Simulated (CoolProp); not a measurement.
Properties of n-hexane along the isobar 101 kPa (Tc = 234.7 °C, pc = 3044 kPa, ω = 0.300).

Model: reference Helmholtz-energy equation of state, Thol 2019, in CoolProp.

| T (°C) | phase | Z | cp (kJ/(kg K)) | speed of sound (m/s) | viscosity (µPa s) | Prandtl number | fugacity coefficient |
|---|---|---|---|---|---|---|---|
| -89.85 | liquid | (withheld) | 1.971 | 1627 | 1780 | 21.4 | 2.575e-5 |
| -58.45 | liquid | 0.006703 | 2.012 | 1473 | 871 | 11.7 | 0.0009240 |
| -26.95 | liquid | 0.006069 | 2.087 | 1320 | 537 | (withheld) | 0.01172 |
| 4.45 | liquid | 0.005601 | 2.191 | 1172 | 368 | 6.38 | 0.07538 |
| 35.95 | liquid | (withheld) | 2.319 | 1028 | 268 | 5.33 | 0.3093 |
| 67.35 | liquid | 0.005001 | (withheld) | 888.6 | 202 | 4.62 | 0.9176 |
| 98.85 | gas | 0.9646 | 2.033 | 188.1 | 7.78 | 0.770 | 0.9658 |
| 130.25 | gas | 0.9736 | (withheld) | 197.1 | 8.45 | 0.765 | 0.9743 |
| 161.75 | gas | 0.9798 | 2.294 | (withheld) | 9.11 | 0.760 | 0.9802 |
| 193.15 | gas | 0.9842 | 2.420 | 213.4 | 9.76 | 0.755 | 0.9844 |
| 224.65 | gas | 0.9875 | 2.540 | 220.9 | 10.4 | 0.750 | 0.9876 |
| 256.05 | gas | 0.9899 | 2.654 | 228.1 | 11.0 | 0.746 | 0.9900 |

Problem. Complete the blanks.

Solution. 
- -89.85, Z: 0.007575
- -26.95, Prandtl number: 8.14
- 35.95, Z: 0.005252
- 67.35, cp (kJ/(kg K)): 2.465
- 130.25, cp (kJ/(kg K)): 2.165
- 161.75, speed of sound (m/s): 205.5

Viscosity comes from a separate model (Michailidou 2013). Thermal conductivity comes from a separate model (Assael 2013).
